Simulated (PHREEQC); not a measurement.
1.4 g of hydrous ferric oxide (600 m²/g; 0.2 weak and 0.005 strong sites per Fe, Dzombak-Morel constants, diffuse double layer) in 1 kg of water with 0.1 mol/kgw of an inert sodium salt and 0.0044 mmol/kgw PbCl2, at 25 °C; the pH is set by adding NaOH or the inert anion's acid. Oxygen alone is held at its pressure in air (log pO2 = -0.68). CO2 from the air is kept out. No solid was allowed to form.

Base run: PHREEQC, ion-association model, wateq4f.dat. Each further column changes one thing. The table gives surface charge σ (C/m²).

```tsv
pH	base	background salt from 0.1 to 0.01 mol/kgw	oxide from 1.4 to 7 g/kgw	0.0094 mol/kgw CuCl2 added
4	0.321	0.220	0.323	0.331
4.75	0.245	0.138	0.247	0.303
5.5	0.159	0.078	0.160	0.336
5.88	0.122	0.056	0.123	0.347
6.62	0.066	0.027	0.066	0.345
7.38	0.027	0.010	0.027	0.306
8.12	0.000	0.000	0.000	0.219
8.5	-0.014	-0.005	-0.014	0.163
9.25	-0.046	-0.018	-0.046	0.077
10	-0.094	-0.041	-0.094	0.026
```

 In at least one series the solution becomes supersaturated in solids that the run did not let form, among them Cu(OH)2, Atacamite. The database's constant for dissolved Cu(OH)2 is higher than later reviews accept.
